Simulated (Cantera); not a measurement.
HI + H₂ + O₂ (abatement and gas-phase synthesis)

Charge: 1 mol HI, 0.33 mol H₂, 0.11 mol O₂, held at 2050 °C and 1 atm.

Equilibrium computed with Cantera from the NASA thermochemical tables; the gas is ideal and each condensed phase is pure. Candidate condensed phases: H₂O, I₂; 12 gas species. Rates play no part.

x(I): 0.485
x(H₂): 0.304
x(H₂O): 0.124
x(HI): 0.0789
x(H): 0.00597
x(I₂): 0.00186
x(OH): 0.000406
x(O): 5.42e-6
gas amount: 1.763 mol
log10 activity of I₂(l) (absent): -4.79
